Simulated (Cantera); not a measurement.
An adiabatic, constant-volume homogeneous reactor starts with 10.9 % CO, 5.33 % H2, 0.685 % CH4, 11.7 % O2, 71.4 % N2, equivalence ratio 0.81, at 1575 K and 5030 Torr.

Cantera simulation using GRI-Mech 3.0 (53 species, 325 reactions); the numbers are that mechanism's predictions, not measurements.

Q: Predict: time of steepest temperature rise; temperature at 0.100 s; equilibrium temperature; x(CO) at 0.100 s; x(H2) at 0.100 s; x(OH) at 0.100 s; x(HCN) at 0.100 s; x(HO2) at 0.100 s.

A: 
```
Quantity                                                            Result
---------------------------------  ---------------------------------------
time of steepest temperature rise                                  4.02 µs
temperature at 0.100 s                                              2826 K
equilibrium temperature                                             2826 K
x(CO) at 0.100 s                     0.0282 (gas-phase equilibrium 0.0282)
x(H2) at 0.100 s                   0.00267 (gas-phase equilibrium 0.00267)
x(OH) at 0.100 s                   0.00944 (gas-phase equilibrium 0.00944)
x(HCN) at 0.100 s                  1.24e-9 (gas-phase equilibrium 1.24e-9)
x(HO2) at 0.100 s                  1.00e-5 (gas-phase equilibrium 1.00e-5)
```
